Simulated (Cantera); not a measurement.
# Transport properties of process gases

Gas mixture: 61.0 % N2, 39.0 % N2O, at 100000 Pa, frozen composition.

Cantera's kinetic-theory transport with the Lennard-Jones parameters of GRI-Mech 3.0, ideal gas; thermal conductivity in the mixture-averaged form. The composition is frozen, though it would react at the higher temperatures.

```
T (K)  ρ (kg/m³)  cp (J/kg/K)  μ (µPa s)  λ (mW/m/K)     Pr  D (cm²/s) OH  D (cm²/s) C2H2  D (cm²/s) CH4
-----  ---------  -----------  ---------  ----------  -----  ------------  --------------  -------------
400         1.03         1008       21.1        29.7  0.715         0.479           0.251          0.340
650        0.634         1105       30.4        46.7  0.719          1.10           0.596          0.795
900        0.458         1187       38.2        62.4  0.726          1.90            1.04           1.38
1150       0.358         1240       45.1        77.0  0.726          2.87            1.58           2.09
1400       0.294         1279       51.4        90.6  0.725          3.98            2.20           2.91
1650       0.250         1309       57.2         103  0.725          5.23            2.90           3.82
1900       0.217         1331       62.8         115  0.724          6.61            3.67           4.83
2150       0.192         1348       68.0         127  0.724          8.11            4.51           5.93
2400       0.172         1360       73.0         137  0.724          9.73            5.41           7.12
```
D: mixture-averaged diffusion coefficient of that species in the mixture.
